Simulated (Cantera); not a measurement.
Feed: 1 mol Si3N4, 0.87 mol NF3, 20 mol Cl2, at 1123 K and 0.000880 bar.

Equilibrium computed with Cantera from the NASA thermochemical tables; the gas is ideal and each condensed phase is pure. Candidate condensed phases: Si, Si3N4; 24 gas species. The numbers say what is thermodynamically allowed, not how fast it happens.

Base state: Cl2 0.689, N2 0.114, SiCl4 0.110, Cl 0.0561, SiF4 0.0306 (mole fractions); condensed: gas only.

**Question.** What changes in the equilibrium state with this change: temperature from 1123 K to 1225 K?

**Answer.** 
```
species  before   after
-------  ------  ------
Cl2       0.689   0.600
Cl       0.0561   0.159
N2        0.114   0.108
SiCl4     0.110   0.104
SiF4     0.0306  0.0290
```
